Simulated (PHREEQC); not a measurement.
Consider water at 65 °C with 0.2 mol HF and 0.0015 mol CsF per kg of water. Closed to the air; pH follows from the charge balance.

Equilibrium calculation in PHREEQC: ion-association model, wateq4f.dat.

```json
[
 {"quantity": "pH", "before": "2.07", "after": "2.04"},
 {"quantity": "ionic strength (mol/kgw)", "before": "0.0109", "after": "0.0148"},
 {"quantity": "HF (mol/kgw)", "before": "0.158", "after": "0.158"},
 {"quantity": "H2F2 (mol/kgw)", "before": "0.0139", "after": "0.0139"},
 {"quantity": "F- (mol/kgw)", "before": "0.00644", "after": "0.00607"},
 {"quantity": "HF2- (mol/kgw)", "before": "0.00449", "after": "0.00422"}
]
```

**Question.** Which change was made?
A. CsF from 0.0015 to 0.00225 mol/kgw
B. CsF replaced by Na2SiF6 at the same molality
C. diluted 5-fold with water
D. CsF from 0.0015 to 0.015 mol/kgw
E. CsF left out

**Answer.** B, CsF replaced by Na2SiF6 at the same molality

Precipitation was switched off in this run. wateq4f.dat counts part of the HF as a dimer, H2F2, which phreeqc.dat doesn't know; its constant is uncertain. Constants without temperature data keep their 25 °C values here. SiF6-2 is the database's only silicon fluoride.
